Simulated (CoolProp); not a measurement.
Vapour-liquid equilibrium of CH2F2 (R32) (1) + R142b (2) at 0.239 bar; x and y are mole fractions of (1).

The numbers come from the multi-fluid Helmholtz-energy mixture model, Tillner-Roth 1997 and Lemmon 2006; pair parameters Bell 2016 in CoolProp.

| x | bubble temperature, mixture model (°C) | bubble temperature, Raoult's law (°C) | y, mixture model | y, Raoult's law |
|---|---|---|---|---|
| 0.05 | -47.0 | -45.2 | 0.358 | 0.291 |
| 0.125 | -54.8 | -51.2 | 0.630 | 0.542 |
| 0.2 | -60.2 | -55.8 | 0.761 | 0.685 |
| 0.275 | -64.1 | -59.4 | 0.832 | 0.774 |
| 0.35 | -66.9 | -62.3 | 0.874 | 0.834 |
| 0.425 | -69.0 | -64.8 | 0.901 | 0.877 |
| 0.5 | -70.5 | -67.0 | 0.920 | 0.908 |
| 0.575 | -71.7 | -68.8 | 0.934 | 0.932 |
| 0.65 | -72.7 | -70.5 | 0.945 | 0.950 |
| 0.725 | -73.5 | -72.0 | 0.955 | 0.965 |
| 0.8 | -74.3 | -73.3 | 0.965 | 0.977 |
| 0.875 | -75.0 | -74.6 | 0.976 | 0.987 |
| 0.95 | -75.8 | -75.7 | 0.989 | 0.995 |

The largest gap from Raoult's law is -4.7 K in bubble temperature, at x = 0.275. No azeotrope shows between x = 0.05 and 0.95.

The pair parameters rest on a limited set of measurements; away from them the model extrapolates.
